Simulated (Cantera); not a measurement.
Input (Python, Cantera) and output of one run.

```python
import numpy as np
import cantera as ct

gas_names = """
    OH TaO2 H2
""".split()
cond_names = """
    Ta(cr) Ta(L)
""".split()


# ... load() reads the species with a 1 bar reference pressure and builds the phases ...
species = {s.name: s for s in load("nasa_gas.yaml", gas_names) + load("nasa_condensed.yaml", cond_names)}
# Each term lists the table entries of one substance; the one whose range holds T is used.
reactions = {
    'Ta + 2 OH(g) = TaO2(g) + H2(g)':
        [(-1, ['Ta(cr)', 'Ta(L)']), (-2, ['OH']), (1, ['TaO2']), (1, ['H2'])],
}


def pick(names, T):
    return next(species[n] for n in names if species[n].thermo.min_temp <= T <= species[n].thermo.max_temp)


results = []
for label, terms in reactions.items():
    print(label)
    print("     T/K   dH/kJ  dS/(J/K)   dG/kJ   log10 K")
    for T in [300, 1050, 1250, 1450, 1650, 1850, 2050, 2250, 2450, 2650]:
        used = [(nu, pick(names, T)) for nu, names in terms]
        dH = sum(nu * s.thermo.h(T) for nu, s in used) / 1e6
        dS = sum(nu * s.thermo.s(T) for nu, s in used) / 1e3
        dG = dH - T * dS / 1e3
        logK = -dG * 1e6 / (ct.gas_constant * T * np.log(10))
        results.append((label, T, dH, dS, dG, logK, [s.name for _, s in used]))
        print(f"{T:8g} {dH:8.1f} {dS:8.1f} {dG:8.1f} {logK:8.2f}")
```

Output:

```
Ta + 2 OH(g) = TaO2(g) + H2(g)
     T/K   dH/kJ  dS/(J/K)   dG/kJ   log10 K
     300   -279.6      1.9   -280.1    48.77
    1050   -283.2     -5.3   -277.7    13.81
    1250   -284.1     -6.0   -276.5    11.56
    1450   -285.1     -6.8   -275.3     9.92
    1650   -286.4     -7.6   -273.8     8.67
    1850   -287.8     -8.4   -272.2     7.69
    2050   -289.5     -9.3   -270.5     6.89
    2250   -291.4    -10.2   -268.5     6.23
    2450   -293.5    -11.1   -266.4     5.68
    2650   -296.0    -12.1   -264.1     5.21
```

Cantera with NASA thermochemical tables; ideal gases at 1 bar, condensed phases pure. Condensed species are held in their standard states even where they would react or evaporate.
